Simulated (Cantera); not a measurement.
Charge: 1 mol Si, 17 mol HBr, 1.5 mol N2, equilibrated at 1675 K and 10.0 mbar.

These are equilibrium values from Cantera (NASA tables, ideal gas, pure condensed phases), not measurements of a reactor. Candidate condensed phases: Br2, Si, Si3N4; 28 gas species. The tables' values for SiBr3, SiBr are old estimates; treat these amounts as uncertain. Rates play no part.

Base state: HBr 0.637, Br 0.122, H2 0.114, N2 0.0763, SiBr2 0.0478, SiBr3 0.00205, SiBr4 0.000968, H 0.000392 (mole fractions); condensed: gas only.

### Question
What changes in the equilibrium state with this change: temperature from 1675 K to 1600 K?

### Answer
```json
[
 {"species": "HBr", "before": "0.637", "after": "0.687"},
 {"species": "H2", "before": "0.114", "after": "0.0988"},
 {"species": "Br", "before": "0.122", "after": "0.0837"},
 {"species": "SiBr2", "before": "0.0478", "after": "0.0457"},
 {"species": "N2", "before": "0.0763", "after": "0.0781"},
 {"species": "SiBr4", "before": "0.000968", "after": "0.00308"},
 {"species": "SiBr", "before": "2.62e-5", "after": "9.37e-6"},
 {"species": "H", "before": "0.000392", "after": "0.000171"},
 {"species": "SiHBr3", "before": "1.99e-5", "after": "4.05e-5"},
 {"species": "SiBr3", "before": "0.00205", "after": "0.00320"}
]
```
The tables' values for SiBr3 are old estimates; treat these amounts as uncertain.

### Question
What changes in the equilibrium state with this change: temperature from 1675 K to 875 K?

### Answer
| species | before | after |
|---|---|---|
| HBr | 0.637 | 0.743 |
| H2 | 0.114 | 0.114 |
| N2 | 0.0763 | 0.0857 |
| Br | 0.122 | 6.23e-6 |
| SiBr4 | 0.000968 | 0.0571 |
| SiBr2 | 0.0478 | 2.78e-8 |
| H | 0.000392 | <1e-9 |
| SiBr | 2.62e-5 | <1e-9 |
| SiBr3 | 0.00205 | 1.47e-6 |
| Br2 | 0.000311 | 3.41e-7 |
